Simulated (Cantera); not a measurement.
**Equilibrium for oxide etching and cleaning by halides: MgO + HCl + N₂**

Input: 1 mol MgO, 11 mol HCl, 0.00054 mol N₂, equilibrated at 1.70e-5 bar.

Cantera equilibrium calculation (NASA polynomials, part measured and part estimated; ideal gas, pure solids and liquids). Candidate condensed phases: H₂O, Mg, MgCl₂, MgO, Mg(OH)₂, NH₄Cl; 38 gas species. Rates play no part.

```tsv
T (K)	log p HCl	log p Cl	log p H₂O	log p MgCl₂	log p H₂	log p H	log p Mg	n MgO(s)
1025	-4.77	-8.68	-7.05	-7.05	-8.98	-12.85	<-16	0.942
1100	-4.78	-8.18	-6.80	-6.80	-8.47	-11.82	<-16	0.897
1175	-4.78	-7.74	-6.59	-6.59	-8.04	-10.93	-15.14	0.833
1250	-4.79	-7.35	-6.41	-6.41	-7.65	-10.14	-13.63	0.746
1325	-4.80	-7.01	-6.25	-6.25	-7.31	-9.44	-12.29	0.635
1400	-4.82	-6.71	-6.12	-6.12	-7.01	-8.82	-11.10	0.503
1475	-4.84	-6.44	-6.01	-6.01	-6.75	-8.26	-10.03	0.353
1550	-4.87	-6.21	-5.91	-5.91	-6.52	-7.76	-9.06	0.193
1625	-4.90	-6.00	-5.84	-5.84	-6.32	-7.31	-8.18	0.0297
1700	-4.93	-5.80	-5.84	-5.85	-6.15	-6.91	-7.47	0
1775	-4.98	-5.62	-5.86	-5.90	-6.02	-6.55	-6.86	0
1850	-5.04	-5.45	-5.91	-6.05	-5.95	-6.24	-6.40	0
```
log p: log10 of the partial pressure in bar; n: condensed amount in mol.

From 1025 K to 1625 K the condensed part is MgO(s). From 1700 K to 1850 K nothing is condensed. The main Mg-bearing gas is MgCl₂ throughout.
